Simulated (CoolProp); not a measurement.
Computed with CoolProp (reference Helmholtz-energy equation of state, Lemmon 2003). It is a pseudo-pure fit of the blend.

Problem. For R407C, give the phase and the Prandtl number at 375.2 K and 86.3 kPa; 375.2 K and 447 kPa; 375.2 K and 1020 kPa.

Solution. 
- 375.2 K and 86.3 kPa: gas; Prandtl number 0.773
- 375.2 K and 447 kPa: gas; Prandtl number 0.781
- 375.2 K and 1020 kPa: gas; Prandtl number 0.801

Viscosity comes from a separate model (Geller 2000). Thermal conductivity comes from a separate model (Geller 2001).
